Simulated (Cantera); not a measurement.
Input: 1 mol CF₄, 0.092 mol H₂, equilibrated at 2148 K and 0.133 bar.

Equilibrium computed with Cantera from the NASA thermochemical tables; the gas is ideal and each condensed phase is pure. Candidate condensed phases: C, C₆H₆, C₇H₈, C₈H₁₈; 95 gas species. The tables' values for C₂F₄ are old estimates; treat these amounts as uncertain. Gases not in the tables: C₂F₆ and larger saturated fluorocarbons. Equilibrium is a limit: real reactors are often held back by kinetics, nucleation or transport.

Base state: CF₄ 0.740, HF 0.153, CF₂ 0.0802, F 0.0179, CF₃ 0.00960, CF 0.000156, C₂F₄ 1.33e-5 (mole fractions); condensed: gas only.

What changes in the equilibrium state with this change: pressure from 0.133 bar to 0.0133 bar?


```csv
species,before,after
CF₄,0.740,0.599
HF,0.153,0.135
F,0.0179,0.128
CF₂,0.0802,0.126
CF₃,0.00960,0.0108
C₂F₄,1.33e-5,3.28e-6
CF,0.000156,0.000342
```

What changes in the equilibrium state with this change: temperature from 2148 K to 2425 K?


```tsv
species	before	after
CF₄	0.740	0.508
F	0.0179	0.197
CF₂	0.0802	0.150
CF₃	0.00960	0.0190
HF	0.153	0.125
CF	0.000156	0.000754
C₂F₄	1.33e-5	8.31e-6
```
